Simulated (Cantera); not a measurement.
Input: 1 mol FeS, 0.56 mol SO₃, 4.9 mol CO₂, 1.2 mol SO₂, held at 0.0510 bar.

Cantera equilibrium calculation (NASA polynomials, part measured and part estimated; ideal gas, pure solids and liquids). Candidate condensed phases: C, Fe, Fe(CO)₅, FeO, FeS, FeSO₄, FeS₂, Fe₂O₃, Fe₂(SO₄)₃, Fe₃O₄, S; 25 gas species. The tables' stoichiometric FeO is somewhat more stable than real wüstite, so its field is too wide. FeO: taken at fixed stoichiometry. The numbers say what is thermodynamically allowed, not how fast it happens.

At 1625 K, list the 7 most abundant gas species with their mole fractions, and the condensed phases.

CO₂ 0.483, SO₂ 0.293, CO 0.179, S₂ 0.0343, SO 0.00890, S₂O 0.00100, COS 0.000528. Condensed: FeO(s).
